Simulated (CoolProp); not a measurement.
A simple Rankine cycle with cis-2-butene: condensing at 308.15 K, boiler at 1.6 MPa, turbine inlet 384.2 K, turbine efficiency 0.85, pump efficiency 0.6, no recuperator. Each further row changes one setting.

The numbers come from the reference Helmholtz-energy equation of state, Lemmon 2005 in CoolProp. It is a short technical equation, of lower accuracy than the large ones.

```csv
case,thermal efficiency (%),net work (kJ/kg),heat in (kJ/kg),turbine exit temperature (K),volume ratio over the turbine
as stated,?,60.2,466,323.2,?
turbine inlet 404.2 K,13.0,?,511,?,5.55
condensing temperature 300.15 K,14.3,69.1,485,?,7.26
boiler pressure 1.12 MPa,10.7,?,486,339.6,3.81
turbine efficiency 0.75,?,?,466,327.7,5.83
```

**Question.** What belongs in the gaps?

**Answer.** 
- as stated, thermal efficiency (%): 12.9
- as stated, volume ratio over the turbine: 5.73
- turbine inlet 404.2 K, net work (kJ/kg): 66.6
- turbine inlet 404.2 K, turbine exit temperature (K): 346.1
- condensing temperature 300.15 K, turbine exit temperature (K): 315.9
- boiler pressure 1.12 MPa, net work (kJ/kg): 52.2
- turbine efficiency 0.75, thermal efficiency (%): 11.3
- turbine efficiency 0.75, net work (kJ/kg): 52.7
